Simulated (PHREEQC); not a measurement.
Model water analysis in mg/L, 25 °C, pH 4.07, pe 12.8: Na 1800; K 49.1; Ca 97.5; Mg 7.22; Cl 1070; S(6) as SO4 2790; Al 47.2; F 5.7.

Valence states are taken as typed.

Equilibrium calculation in PHREEQC: ion-association model, phreeqc.dat.

Each row changes one thing in this solution. Precipitation was switched off in this run.

```
case                                              ionic strength (mol/kgw)  SO4-2 (mol/kgw)  NaSO4- (mol/kgw)  Ca+2 (mol/kgw)  K+ (mol/kgw)  CaSO4 (mol/kgw)  SI of Gibbsite (Al(OH)3)  SI of Gypsum (CaSO4:2H2O)
------------------------------------------------  ------------------------  ---------------  ----------------  --------------  ------------  ---------------  ------------------------  -------------------------
as made                                                              0.107           0.0233           0.00320         0.00156       0.00119         0.000881                     -0.43                      -0.72
temperature from 25 to 5 °C at the same typed pH                     0.108           0.0237           0.00293         0.00162           [?]         0.000830                       [?]                      -0.65
K from 49.1 to 98.2 mg/L                                             0.108           0.0232           0.00319         0.00157           [?]         0.000878                     -0.43                      -0.72
```

Problem. Some entries are withheld; supply them.

Solution. 
- temperature from 25 to 5 °C at the same typed pH, K+ (mol/kgw): 0.00121
- temperature from 25 to 5 °C at the same typed pH, SI of Gibbsite (Al(OH)3): -1.54
- K from 49.1 to 98.2 mg/L, K+ (mol/kgw): 0.00239

At this temperature some constants are extrapolated from 25 °C, and those without enthalpy data are left unchanged. Fluoro complexes past AlF4- and FeF3 are missing from the database.
